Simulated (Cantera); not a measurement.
Sublimation and decomposition of ceramics: ZrN + N₂

Input: 1 mol ZrN, 2.2 mol N₂, at 98.0 Pa.

Equilibrium computed with Cantera from the NASA thermochemical tables; the gas is ideal and each condensed phase is pure. Candidate condensed phases: Zr, ZrN; 9 gas species. Ions and electrons are included (thermal ionisation). ZrN: taken at fixed stoichiometry. Equilibrium is a limit: real reactors are often held back by kinetics, nucleation or transport.

At 2500 K the condensed part is ZrN(s). From 3000 K to 5000 K nothing is condensed. The main Zr-bearing gas is Zr throughout.

```json
[
 {"T (K)": "2500", "log p N₂": "-3.01", "log p N": "-8.04", "log p Zr": "-6.87", "log p e-": "<-15", "log p N+": "<-15", "n ZrN(s)": "1.000"},
 {"T (K)": "3000", "log p N₂": "-3.15", "log p N": "-6.43", "log p Zr": "-3.58", "log p e-": "-13.22", "log p N+": "-14.77", "n ZrN(s)": "0"},
 {"T (K)": "3500", "log p N₂": "-3.15", "log p N": "-5.23", "log p Zr": "-3.58", "log p e-": "-11.22", "log p N+": "-11.92", "n ZrN(s)": "0"},
 {"T (K)": "4000", "log p N₂": "-3.17", "log p N": "-4.34", "log p Zr": "-3.59", "log p e-": "-9.62", "log p N+": "-9.86", "n ZrN(s)": "0"},
 {"T (K)": "4500", "log p N₂": "-3.27", "log p N": "-3.68", "log p Zr": "-3.63", "log p e-": "-8.29", "log p N+": "-8.37", "n ZrN(s)": "0"},
 {"T (K)": "5000", "log p N₂": "-3.59", "log p N": "-3.28", "log p Zr": "-3.71", "log p e-": "-7.25", "log p N+": "-7.27", "n ZrN(s)": "0"}
]
```
log p: log10 of the partial pressure in bar; n: condensed amount in mol.
